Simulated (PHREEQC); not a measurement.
# Brine: speciation

Consider water at 25 °C with 4.8 mol LiBr, 0.16 mol CaCl2 and 0.31 mol NaCl per kg of water. Closed to the air; pH follows from the charge balance.

The numbers come from PHREEQC with the Pitzer model, pitzer.dat.

Each row changes one thing in this solution. This is a speciation only: nothing precipitates in the calculation.

| case | SI of Halite (NaCl) | SI of Portlandite (Ca(OH)2) |
|---|---|---|
| as made | -1.86 | -11.05 |
| LiBr left out | -2.64 | (withheld) |
| NaCl from 0.31 to 3.1 mol/kgw | +0.22 | (withheld) |
| NaCl from 0.31 to 0.062 mol/kgw | (withheld) | (withheld) |
| diluted 100-fold with water | -6.46 | (withheld) |
| diluted 2-fold with water | -2.97 | -11.13 |
| diluted 5-fold with water | -3.96 | -11.28 |

Q: Some entries are withheld; supply them.

A: 
- LiBr left out, SI of Portlandite (Ca(OH)2): -10.53
- NaCl from 0.31 to 3.1 mol/kgw, SI of Portlandite (Ca(OH)2): -10.95
- NaCl from 0.31 to 0.062 mol/kgw, SI of Halite (NaCl): -2.81
- NaCl from 0.31 to 0.062 mol/kgw, SI of Portlandite (Ca(OH)2): -11.06
- diluted 100-fold with water, SI of Portlandite (Ca(OH)2): -11.98

Species that the database lacks are ignored. Some of these states are supersaturated (in Halite, for instance).
